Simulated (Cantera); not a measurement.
Charge: 1 mol CF4, 0.26 mol H2, held at 3.80 Pa.

Method: chemical equilibrium by Gibbs-energy minimisation in Cantera with the NASA 1993 tables (ideal gas, pure condensed phases). Candidate condensed phases: C, C6H6, C7H8, C8H18; 95 gas species. Gases not in the tables: C2F6 and larger saturated fluorocarbons. Kinetics and transport are ignored. All values below are at 1327 °C.

Base state: CF4 0.595, HF 0.365, CF2 0.0216, F 0.0175, CF3 0.000842 (mole fractions); condensed: C(graphite).

### Question
What changes in the equilibrium state with this change: H2 from 0.26 to 6.4 mol?

### Answer
```csv
species,before,after
H2,<1e-9,0.519
HF,0.365,0.475
H,8.77e-8,0.00635
CF4,0.595,<1e-9
CF2,0.0216,<1e-9
F,0.0175,3.14e-7
CF3,0.000842,<1e-9
C2H2 (acetylene),<1e-9,1.43e-5
"C(graphite), mol",0.121,1.000
```
